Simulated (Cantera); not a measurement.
What does this Cantera script print?

```python
import numpy as np
import cantera as ct

gas = ct.Solution("h2o2.yaml")
gas.TPX = 550, 13332, {'H2': 1.3, 'O2': 0.943, 'N2': 3.55}
flame = ct.FreeFlame(gas, width=0.16)
flame.set_refine_criteria(ratio=3, slope=0.08, curve=0.16)
flame.transport_model = "mixture-averaged"
flame.solve(loglevel=0, auto=True)
z, T = flame.grid, flame.T
thick = (T[-1] - T[0]) / np.gradient(T, z).max()
show = ['H2', 'O2', 'H2O', 'OH', 'O', 'H']
print(f"laminar burning velocity  {flame.velocity[0] * 100:.3f} cm/s")
print(f"burnt temperature         {T[-1]:.1f} K")
print(f"thermal thickness         {thick * 1e3:.4f} mm")
print(f"grid points               {len(z)}")
z0 = z[flame.heat_release_rate.argmax()]
print(f"{'z/mm':>9s}{'T/K':>9s}{'u/(m/s)':>9s}" + "".join(f"{s:>11s}" for s in show))
rows = []
for k in (-3, -2, -1.5, -1, -0.5, -0.25, 0, 0.25, 0.5, 1, 2, 4, 8):
    zz = z0 + k * thick
    rows.append([k * thick, np.interp(zz, z, T), np.interp(zz, z, flame.velocity),
                 *(np.interp(zz, z, flame.X[gas.species_index(s)]) for s in show)])
    print(f"{rows[-1][0] * 1e3:9.3f}{rows[-1][1]:9.1f}{rows[-1][2]:9.3f}" + "".join(f"{x:11.3e}" for x in rows[-1][3:]))
```

Result:

```
laminar burning velocity  398.741 cm/s
burnt temperature         2153.8 K
thermal thickness         6.1172 mm
grid points               135
     z/mm      T/K  u/(m/s)         H2         O2        H2O         OH          O          H
  -18.352    550.0    3.987  2.244e-01  1.628e-01  7.375e-16  2.537e-19  8.661e-18  9.688e-17
  -12.234    550.0    3.987  2.244e-01  1.628e-01  5.142e-13  4.957e-16  1.427e-14  3.714e-13
   -9.176    550.0    3.987  2.244e-01  1.628e-01  4.155e-11  7.391e-14  1.777e-12  7.802e-11
   -6.117    550.0    3.987  2.244e-01  1.628e-01  2.674e-08  1.205e-10  9.004e-10  5.774e-08
   -3.059    558.4    4.040  2.223e-01  1.628e-01  5.268e-04  3.084e-05  6.436e-06  1.717e-04
   -1.529    688.8    4.915  1.996e-01  1.597e-01  1.203e-02  3.499e-04  1.824e-04  5.329e-03
    0.000   1049.6    7.268  9.935e-02  1.243e-01  8.976e-02  2.450e-03  6.001e-03  3.813e-02
    1.529   1320.5    9.040  2.861e-02  7.571e-02  1.726e-01  6.908e-03  1.537e-02  5.227e-02
    3.059   1445.6    9.833  2.229e-02  6.771e-02  1.865e-01  9.139e-03  1.652e-02  4.477e-02
    6.117   1580.7   10.658  2.133e-02  6.442e-02  1.949e-01  1.147e-02  1.526e-02  3.378e-02
   12.234   1723.9   11.507  1.917e-02  6.151e-02  2.046e-01  1.347e-02  1.282e-02  2.293e-02
   24.469   1859.6   12.288  1.557e-02  5.910e-02  2.151e-01  1.439e-02  9.716e-03  1.381e-02
   48.938   1979.2   12.959  1.108e-02  5.731e-02  2.258e-01  1.382e-02  6.489e-03  7.072e-03
```

Detailed kinetics in Cantera: the H2/O2 subset of GRI-Mech 3.0, which has no nitrogen chemistry. Burning velocities carry a grid error of a few per cent, more on coarse grids. Lean hydrogen flames are cellular in practice and burn faster than this planar one.
